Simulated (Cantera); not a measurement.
A closed system holds: 1 mol Si2H6, 0.8 mol HCl, 4.1 mol N2, at 4.20 Torr.

These are equilibrium values from Cantera (NASA tables, ideal gas, pure condensed phases), not measurements of a reactor. Candidate condensed phases: NH4Cl, Si, Si3N4; 28 gas species. The feed counts by its element totals alone. N2 is the only nitrogen source here; it is nearly inert below about 1500 K, so the nitride shown seldom forms there in practice. Equilibrium is a limit: real reactors are often held back by kinetics, nucleation or transport.

Over these rows the condensed part is Si3N4(s). Partial pressures as log10 of bar:

| T (K) | 1000/T (1/K) | log p SiCl2 | log p H2 | log p N2 | log p HCl |
|---|---|---|---|---|---|
| 1250 | 0.8000 | -6.19 | -2.59 | -2.63 | -3.17 |
| 1300 | 0.7692 | -5.77 | -2.59 | -2.63 | -3.17 |
| 1350 | 0.7407 | ? | -2.59 | -2.63 | -3.17 |
| 1400 | 0.7143 | -5.04 | -2.59 | -2.63 | -3.18 |
| 1450 | 0.6897 | -4.74 | -2.59 | -2.63 | -3.19 |
| 1500 | 0.6667 | -4.47 | -2.59 | -2.62 | -3.22 |

Problem. Fit log p(SiCl2) = a + b·(1000/T) to the five rows, give the apparent enthalpy, and predict the row at 1350 K.

Solution. Means: 1000/T = 0.7280, log p = -5.242. Sxy = -0.159327, Sxx = 0.0122937, so b = -12.96 and a = -5.242 − (-12.96)×0.7280 = 4.19.
Apparent enthalpy: −19.145 × (-12.96) = 248 kJ/mol. With the condensed phases at unit activity, 1/3 Si3N4(s) + 2 HCl(g) = SiCl2(g) + H2(g) + 2/3 N2(g) links this pressure to the main gases: over the six rows their terms move log p by -0.11 in all, so the slope isn't that reaction's ΔH° alone. The five rows lie within 0.03 of the line.
Prediction at 1350 K: 4.19 + (-12.96)×0.7407 = -5.41. The computed value is -5.39, 0.02 from the line.
